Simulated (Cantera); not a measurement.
Feed: 1 mol PbO, 3.8 mol H₂, 28 mol N₂, held at 290 Pa.

Cantera equilibrium calculation (NASA polynomials, part measured and part estimated; ideal gas, pure solids and liquids). Candidate condensed phases: H₂O, Pb, PbO, PbO₂, Pb₃O₄; 27 gas species. Equilibrium is a limit: real reactors are often held back by kinetics, nucleation or transport.

log p: log10 of the partial pressure in bar; n: condensed amount in mol.

```json
[
 {"T (°C)": "725", "log p N₂": "-2.60", "log p H₂": "-3.60", "log p H₂O": "-4.04", "log p Pb": "-4.81", "log p H": "…", "log p PbO": "-10.83", "log p OH": "-13.57", "n Pb(l)": "0.829"},
 {"T (°C)": "800", "log p N₂": "-2.60", "log p H₂": "-3.60", "log p H₂O": "-4.05", "log p Pb": "-4.14", "log p H": "…", "log p PbO": "-9.71", "log p OH": "-12.53", "n Pb(l)": "0.178"},
 {"T (°C)": "875", "log p N₂": "-2.61", "log p H₂": "-3.61", "log p H₂O": "-4.05", "log p Pb": "-4.05", "log p H": "…", "log p PbO": "-9.23", "log p OH": "-11.62", "n Pb(l)": "0"},
 {"T (°C)": "950", "log p N₂": "-2.61", "log p H₂": "-3.61", "log p H₂O": "-4.05", "log p Pb": "-4.05", "log p H": "…", "log p PbO": "-8.89", "log p OH": "-10.82", "n Pb(l)": "0"},
 {"T (°C)": "1025", "log p N₂": "-2.61", "log p H₂": "-3.61", "log p H₂O": "-4.05", "log p Pb": "-4.05", "log p H": "…", "log p PbO": "-8.59", "log p OH": "-10.11", "n Pb(l)": "0"},
 {"T (°C)": "1100", "log p N₂": "-2.61", "log p H₂": "-3.61", "log p H₂O": "-4.05", "log p Pb": "-4.05", "log p H": "…", "log p PbO": "-8.32", "log p OH": "-9.48", "n Pb(l)": "0"},
 {"T (°C)": "1175", "log p N₂": "-2.61", "log p H₂": "-3.61", "log p H₂O": "-4.05", "log p Pb": "-4.05", "log p H": "…", "log p PbO": "-8.07", "log p OH": "-8.91", "n Pb(l)": "0"},
 {"T (°C)": "1250", "log p N₂": "-2.61", "log p H₂": "-3.61", "log p H₂O": "-4.05", "log p Pb": "-4.05", "log p H": "…", "log p PbO": "-7.85", "log p OH": "-8.40", "n Pb(l)": "0"},
 {"T (°C)": "1325", "log p N₂": "-2.61", "log p H₂": "-3.61", "log p H₂O": "-4.05", "log p Pb": "-4.05", "log p H": "…", "log p PbO": "-7.65", "log p OH": "-7.93", "n Pb(l)": "0"}
]
```

Fill in the missing entries.


- 725, log p H: -10.46
- 800, log p H: -9.66
- 875, log p H: -8.95
- 950, log p H: -8.33
- 1025, log p H: -7.77
- 1100, log p H: -7.28
- 1175, log p H: -6.84
- 1250, log p H: -6.44
- 1325, log p H: -6.08
